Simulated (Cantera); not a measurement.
**Equilibrium for aluminium nitride and oxide growth: AlCl3 + N2**

Charge: 1 mol AlCl3, 31 mol N2, at 1.33 mbar.

Method: chemical equilibrium by Gibbs-energy minimisation in Cantera with the NASA 1993 tables (ideal gas, pure condensed phases). Candidate condensed phases: Al, AlCl3, AlN; 11 gas species. The tables' values for AlCl2 are old estimates; treat these amounts as uncertain. Rates play no part.

```tsv
T (K)	log p N2	log p Cl	log p AlCl3	log p AlCl	log p AlCl2
1598	-2.89	-5.40	-4.42	-6.09	-5.63
1648	-2.89	-5.17	-4.44	-5.80	-5.45
1698	-2.89	-4.96	-4.48	-5.53	-5.31
1748	-2.89	-4.77	-4.53	-5.29	-5.18
1798	-2.90	-4.60	-4.62	-5.07	-5.09
1848	-2.90	-4.45	-4.74	-4.88	-5.03
1898	-2.90	-4.33	-4.92	-4.73	-5.02
```
log p: log10 of the partial pressure in bar; nothing condenses.

From 1598 K to 1898 K nothing is condensed. The main Al-bearing gas is AlCl3 at 1598 K and AlCl at 1898 K.
